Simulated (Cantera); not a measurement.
A freely propagating, adiabatic, planar premixed flame of 12.8 % CH4, 18.3 % O2, 68.8 % N2, equivalence ratio 1.4, unburnt at 450 K and 100000 Pa; mixture-averaged transport, grid criteria slope 0.08 and curve 0.16, no radiation.

Model: GRI-Mech 3.0 (53 species, 325 reactions), integrated in Cantera. Burning velocities carry a grid error of a few per cent, more on coarse grids.

x: mole fraction of selected species; z is measured from the peak of heat release.

| z (mm) | T (K) | u (m/s) | x CH4 | x O2 | x C2H2 | x NO | x CH2 | x N2O |
|---|---|---|---|---|---|---|---|---|
| -1.99 | 450 | 0.361 | 0.128 | 0.183 | 2.51e-8 | <1e-8 | <1e-8 | <1e-8 |
| -1.33 | 455 | 0.366 | 0.127 | 0.182 | 5.11e-7 | <1e-8 | <1e-8 | <1e-8 |
| -0.997 | 475 | 0.385 | 0.124 | 0.179 | 4.11e-6 | 5.03e-8 | <1e-8 | <1e-8 |
| -0.664 | 597 | 0.491 | 0.114 | 0.169 | 4.50e-5 | 5.39e-7 | <1e-8 | <1e-8 |
| -0.332 | 1074 | 0.905 | 0.0765 | 0.124 | 0.000372 | 5.45e-6 | 2.88e-8 | <1e-8 |
| -0.166 | 1466 | 1.25 | 0.0427 | 0.0793 | 0.000867 | 1.13e-5 | 2.42e-6 | 1.66e-8 |
| 0 | 1815 | 1.57 | 0.0125 | 0.0327 | 0.00168 | 2.02e-5 | 3.87e-5 | 2.28e-8 |
| 0.166 | 1978 | 1.71 | ? | ? | ? | ? | ? | ? |
| 0.332 | 2026 | 1.75 | 0.000390 | 0.00217 | 0.000548 | 4.95e-5 | 1.66e-5 | 1.40e-8 |
| 0.664 | 2048 | 1.77 | 3.06e-5 | 0.000202 | 0.000103 | 7.16e-5 | 1.66e-6 | <1e-8 |
| 1.33 | 2057 | 1.77 | 1.39e-6 | 5.18e-5 | 7.38e-6 | 9.20e-5 | 7.00e-8 | <1e-8 |
| 2.66 | 2066 | 1.78 | 3.91e-8 | 2.97e-5 | 1.92e-7 | 0.000105 | <1e-8 | <1e-8 |
| 5.31 | 2074 | 1.79 | <1e-8 | ? | <1e-8 | 0.000110 | <1e-8 | <1e-8 |

Task: Some entries are withheld; supply them.

Result: 
- 0.166, x CH4: 0.00209
- 0.166, x O2: 0.00888
- 0.166, x C2H2: 0.00126
- 0.166, x NO: 3.41e-5
- 0.166, x CH2: 4.64e-5
- 0.166, x N2O: 1.85e-8
- 5.31, x O2: 1.41e-5
